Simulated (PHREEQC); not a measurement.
## Hard or scaling water: speciation

Consider water at 25 °C with 0.0042 mol MgCl2, 0.00019 mol NaF and 1e-06 mol H4SiO4 per kg of water. Closed to the air; pH follows from the charge balance.

Equilibrium calculation in PHREEQC: ion-association model, phreeqc.dat.

Each row changes one thing in this solution. Precipitation was switched off in this run.

```
case                                                 pH  SI of Quartz (SiO2)
-------------------------------------------  ----------  -------------------
as made                                            6.88                -2.02
NaF replaced by NaHSO4 at the same molality  (withheld)                -2.02
MgCl2 left out                                     7.05                -2.02
temperature from 25 to 75 °C                       6.17           (withheld)
H4SiO4 from 1e-06 to 1.1e-06 mol/kgw               6.88                -1.98
diluted 100-fold with water                  (withheld)           (withheld)
diluted 5-fold with water                          6.96           (withheld)
```

**Question.** Some entries are withheld; supply them.

**Answer.** 
- NaF replaced by NaHSO4 at the same molality, pH: 3.77
- temperature from 25 to 75 °C, SI of Quartz (SiO2): -2.65
- diluted 100-fold with water, pH: 7.00
- diluted 100-fold with water, SI of Quartz (SiO2): -4.02
- diluted 5-fold with water, SI of Quartz (SiO2): -2.72

Away from 25 °C the constants follow the database's enthalpies or fits; those with neither stay at their 25 °C values. SiF6-2 is the database's only silicon fluoride.
